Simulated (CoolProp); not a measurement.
Properties of n-perfluorobutane at several states.

The numbers come from the reference Helmholtz-energy equation of state, Gao 2022 in CoolProp.

| T (°C) | p (bar) | phase | density (kg/m³) | expansivity (1/kK) |
|---|---|---|---|---|
| -13.75 | 66 | liquid | 1666 | 1.923 |
| 64.95 | 1.7 | gas | 14.97 | 3.370 |
| -55.25 | 13 | liquid | 1783 | 1.900 |
| -77.65 | 47.8 | liquid | 1869 | 1.827 |
| -78.25 | 12.5 | liquid | 1862 | 1.871 |
| 120.65 | 18.1 | gas | 191.2 | 9.400 |
